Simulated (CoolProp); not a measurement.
Saturation properties of methane (Tc = 190.6 K, pc = 4599 kPa, ω = 0.011).

The numbers come from the reference Helmholtz-energy equation of state, Setzmann 1991 in CoolProp.

```csv
T (K),p (kPa),liquid density (kg/m³),vapour Z,liquid viscosity (µPa s),liquid conductivity (mW/(m K))
127.3,311.3,398.4,0.9211,85.3,162
131.9,411.0,390.9,0.9045,(withheld),(withheld)
136.5,532.5,383.0,0.8860,(withheld),149
141,(withheld),375.1,0.8658,(withheld),142
145.6,847.3,366.5,(withheld),61.9,136
150.2,1049,357.5,0.8182,57.2,129
154.7,1279,348.2,0.7914,52.9,123
159.3,1548,337.9,0.7613,48.7,116
163.9,1855,326.9,0.7280,44.7,109
168.5,2205,314.8,0.6911,40.8,103
173,2590,301.5,0.6504,37.1,96.1
177.6,3033,285.7,0.6024,33.2,89.2
182.2,3530,266.4,0.5445,29.1,82.3
186.7,4075,(withheld),0.4684,24.5,76.8
```

Task: Some entries are withheld; supply them.

Result: 
- 131.9, liquid viscosity (µPa s): 78.5
- 131.9, liquid conductivity (mW/(m K)): 155
- 136.5, liquid viscosity (µPa s): 72.4
- 141, p (kPa): 675.0
- 141, liquid viscosity (µPa s): 66.9
- 145.6, vapour Z: 0.8431
- 186.7, liquid density (kg/m³): 239.9

It boils at 111.7 K under 1 atm.

Viscosity comes from a separate model (Quiñones-Cisneros 2006). Thermal conductivity comes from a separate model (Friend 1989).
